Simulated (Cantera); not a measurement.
Input: 1 mol Al(CH₃)₃, 0.32 mol O₂, 21 mol N₂, equilibrated at 1000 Pa.

These are equilibrium values from Cantera (NASA tables, ideal gas, pure condensed phases), not measurements of a reactor. Candidate condensed phases: Al, AlN, Al₂O₃, C, C₆H₆, C₇H₈, C₈H₁₈, H₂O; 148 gas species. The feed counts by its element totals alone. Equilibrium is a limit: real reactors are often held back by kinetics, nucleation or transport.

Task: At 2273 K, list the 6 most abundant gas species with their mole fractions, and the condensed phases.

Result: N₂ 0.755, H₂ 0.140, Al 0.0360, H 0.0314, CO 0.0232, HCN 0.0123. Condensed: C(graphite).
